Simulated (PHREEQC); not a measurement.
Dissolve 95 mmol/kgw KOH and 140 mmol/kgw KH2PO4 at 55 °C. Closed to the air; pH follows from the charge balance.

Model: ion-association model, phreeqc.dat, run in PHREEQC.

### Question
The ionic strength comes out as 0.313 mol/kgw. What activity coefficients do H2PO4-, KHPO4-, K+, PO4-3, HPO4-2 get?

### Answer
H2PO4- 0.71, KHPO4- 0.71, K+ 0.66, PO4-3 0.028, HPO4-2 0.24.

Precipitation was switched off in this run. Away from 25 °C the constants follow the database's enthalpies or fits; those with neither stay at their 25 °C values.
